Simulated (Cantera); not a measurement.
A Cantera script and its output.

```python
import numpy as np
import cantera as ct

gas = ct.Solution("gri30.yaml")
gas.TPX = 473, 230000, {'CH4': 1, 'C2H6': 0.19, 'C3H8': 0.084, 'O2': 3.47, 'N2': 10.4}
flame = ct.FreeFlame(gas, width=0.022)
flame.set_refine_criteria(ratio=3, slope=0.08, curve=0.16)
flame.transport_model = "unity-Lewis-number"
flame.solve(loglevel=0, auto=True)
z, T = flame.grid, flame.T
thick = (T[-1] - T[0]) / np.gradient(T, z).max()
show = ['CH4', 'C2H6', 'C3H8', 'NO', 'HO2', 'C2H2']
print(f"laminar burning velocity  {flame.velocity[0] * 100:.3f} cm/s")
print(f"burnt temperature         {T[-1]:.1f} K")
print(f"thermal thickness         {thick * 1e3:.4f} mm")
print(f"grid points               {len(z)}")
z0 = z[flame.heat_release_rate.argmax()]
print(f"{'z/mm':>9s}{'T/K':>9s}{'u/(m/s)':>9s}" + "".join(f"{s:>11s}" for s in show))
rows = []
for k in (-3, -2, -1.5, -1, -0.5, -0.25, 0, 0.25, 0.5, 1, 2, 4, 8):
    zz = z0 + k * thick
    rows.append([k * thick, np.interp(zz, z, T), np.interp(zz, z, flame.velocity),
                 *(np.interp(zz, z, flame.X[gas.species_index(s)]) for s in show)])
    print(f"{rows[-1][0] * 1e3:9.3f}{rows[-1][1]:9.1f}{rows[-1][2]:9.3f}" + "".join(f"{x:11.3e}" for x in rows[-1][3:]))
```

Result:

```
laminar burning velocity  74.505 cm/s
burnt temperature         2428.5 K
thermal thickness         0.1531 mm
grid points               150
     z/mm      T/K  u/(m/s)        CH4       C2H6       C3H8         NO        HO2       C2H2
   -0.459    473.2    0.745  6.602e-02  1.254e-02  5.546e-03  1.112e-09  1.206e-07  5.202e-08
   -0.306    476.2    0.750  6.591e-02  1.252e-02  5.533e-03  1.451e-08  1.558e-06  6.712e-07
   -0.230    486.3    0.766  6.550e-02  1.243e-02  5.488e-03  6.318e-08  6.516e-06  2.797e-06
   -0.153    562.3    0.888  6.243e-02  1.173e-02  5.152e-03  5.202e-07  4.337e-05  1.894e-05
   -0.077    987.9    1.584  4.406e-02  7.656e-03  3.174e-03  5.198e-06  1.841e-04  1.161e-04
   -0.038   1422.7    2.319  2.395e-02  3.267e-03  1.169e-03  1.173e-05  2.539e-04  2.283e-04
    0.000   1858.5    3.079  4.630e-03  1.653e-04  3.664e-05  2.050e-05  1.348e-04  2.579e-04
    0.038   2030.7    3.367  1.944e-04  2.866e-07  2.811e-08  3.007e-05  2.719e-05  2.467e-05
    0.077   2099.1    3.465  4.965e-06  2.148e-10  1.034e-11  3.736e-05  1.704e-05  6.305e-07
    0.153   2186.9    3.585  7.513e-09  2.634e-15  5.131e-17  4.886e-05  1.185e-05  7.304e-10
    0.306   2282.0    3.714  1.720e-13  1.079e-21  1.159e-25  6.912e-05  7.639e-06  1.219e-14
    0.612   2362.6    3.821  1.370e-16  1.019e-28  4.743e-36  1.052e-04  5.346e-06  1.633e-19
    1.225   2410.5    3.884  3.406e-17  3.014e-30 -9.973e-42  1.674e-04  4.599e-06  4.782e-21
```

Detailed kinetics in Cantera: GRI-Mech 3.0 (53 species, 325 reactions). Unity Lewis numbers drop preferential diffusion, which matters most where H2 and H carry the flame. Burning velocities carry a grid error of a few per cent, more on coarse grids.
